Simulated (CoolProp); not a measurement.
Propylene glycol along the isobar 961 kPa: Z from the reference equation and from simpler models built on Tc = 400.8 °C, pc = 7292 kPa, ω = 0.327; each cubic takes its own stable root.

The numbers come from the reference Helmholtz-energy equation of state, Eisenbach 2021 in CoolProp.

```json
[
 {"T (°C)": "-11.65", "phase": "liquid", "reference": "0.03172", "van der Waals": "0.04889", "Soave-Redlich-Kwong": "0.03226", "Peng-Robinson": "0.02879"},
 {"T (°C)": "16.55", "phase": "liquid", "reference": "0.02921", "van der Waals": "0.04502", "Soave-Redlich-Kwong": "0.02961", "Peng-Robinson": "(withheld)"},
 {"T (°C)": "44.75", "phase": "liquid", "reference": "0.02718", "van der Waals": "0.04190", "Soave-Redlich-Kwong": "(withheld)", "Peng-Robinson": "0.02447"},
 {"T (°C)": "73.05", "phase": "liquid", "reference": "0.02552", "van der Waals": "0.03938", "Soave-Redlich-Kwong": "0.02577", "Peng-Robinson": "0.02292"},
 {"T (°C)": "101.25", "phase": "liquid", "reference": "(withheld)", "van der Waals": "0.03733", "Soave-Redlich-Kwong": "0.02439", "Peng-Robinson": "(withheld)"},
 {"T (°C)": "129.45", "phase": "liquid", "reference": "0.02304", "van der Waals": "0.03569", "Soave-Redlich-Kwong": "(withheld)", "Peng-Robinson": "0.02065"},
 {"T (°C)": "157.65", "phase": "liquid", "reference": "0.02212", "van der Waals": "(withheld)", "Soave-Redlich-Kwong": "0.02243", "Peng-Robinson": "(withheld)"},
 {"T (°C)": "185.85", "phase": "liquid", "reference": "0.02140", "van der Waals": "0.8937", "Soave-Redlich-Kwong": "0.02179", "Peng-Robinson": "0.01927"},
 {"T (°C)": "214.15", "phase": "liquid", "reference": "0.02085", "van der Waals": "0.9087", "Soave-Redlich-Kwong": "0.02137", "Peng-Robinson": "0.01887"},
 {"T (°C)": "242.35", "phase": "liquid", "reference": "0.02047", "van der Waals": "0.9207", "Soave-Redlich-Kwong": "0.02121", "Peng-Robinson": "0.01870"},
 {"T (°C)": "270.55", "phase": "liquid", "reference": "0.02030", "van der Waals": "0.9306", "Soave-Redlich-Kwong": "0.9017", "Peng-Robinson": "0.8957"}
]
```

Task: What belongs in the gaps?

Result: 
- 16.55, Peng-Robinson: 0.02639
- 44.75, Soave-Redlich-Kwong: 0.02749
- 101.25, reference: 0.02415
- 101.25, Peng-Robinson: 0.02166
- 129.45, Soave-Redlich-Kwong: 0.02329
- 157.65, van der Waals: 0.03439
- 157.65, Peng-Robinson: 0.01986

At some of these states van der Waals, Soave-Redlich-Kwong, Peng-Robinson gives the other phase, because its saturation line lies elsewhere.
